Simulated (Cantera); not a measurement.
Ignition delay

Mixture: CO : H₂ : O₂ : N₂ = 1 : 0.12 : 0.311 : 1.17 (molar parts), equivalence ratio 1.8, at 86000 Pa, adiabatic and at constant pressure. Ignition delay is the time to a rise of 400 K.

Cantera simulation using GRI-Mech 3.0 (53 species, 325 reactions); the numbers are that mechanism's predictions, not measurements. Where the delays flatten at high temperature, the 400 K rule measures the pace of heat release, not the induction time.

```tsv
T0 (K)	delay (ms)
1275	0.0912
1375	0.0727
1475	0.0645
1575	0.0627
1675	0.0650
1775	0.0698
1875	0.0765
1975	0.0848
```
